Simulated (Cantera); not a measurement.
Mixture: CH4 : H2 : O2 : N2 : H2O = 1 : 0.099 : 1.71 : 6.42 : 2.1 (molar parts), equivalence ratio 1.2, at 10.0 bar, adiabatic and at constant volume. Ignition delay is the time to a rise of 400 K.

Computed with Cantera and GRI-Mech 3.0 (53 species, 325 reactions).

Problem. What does this change do: constant pressure in place of constant volume?

Solution. 
```tsv
quantity	before	after
delay at 1200 K	1.59 ms	1.72 ms
delay at 1400 K	0.332 ms	0.365 ms
delay at 1600 K	69.8 µs	76.9 µs
delay at 1800 K	15.3 µs	16.9 µs
apparent activation energy between 1700 and 1900 K	190 kJ/mol	190 kJ/mol
```
